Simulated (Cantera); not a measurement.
A Cantera script and its output.

```python
import numpy as np
import cantera as ct

gas = ct.Solution("gri30.yaml")


def delay(T, t_max=10):
    gas.TPX = T, 500000, {'CH4': 1, 'H2': 0.088, 'O2': 2.62, 'N2': 9.85}
    reactor = ct.IdealGasConstPressureReactor(gas, clone=False)
    net = ct.ReactorNet([reactor])
    net.rtol, net.atol = 1e-8, 1e-16
    while net.time < t_max:
        t_old, T_old = net.time, reactor.T
        net.step()
        if reactor.T > T + 400:  # ignition: a rise of 400 K
            return t_old + (T + 400 - T_old) / (reactor.T - T_old) * (net.time - t_old)
    return np.nan


taus = []
for T in [1225, 1325, 1425, 1525, 1625, 1725, 1825]:
    taus.append(delay(T))
    print(f"T0 = {T:6g} K   tau = {taus[-1]:.4e} s")
```

Result:

```
T0 =   1225 K   tau = 2.6875e-03 s
T0 =   1325 K   tau = 1.0183e-03 s
T0 =   1425 K   tau = 3.9731e-04 s
T0 =   1525 K   tau = 1.6490e-04 s
T0 =   1625 K   tau = 7.4354e-05 s
T0 =   1725 K   tau = 3.6676e-05 s
T0 =   1825 K   tau = 1.9689e-05 s
```

Computed with Cantera and GRI-Mech 3.0 (53 species, 325 reactions).
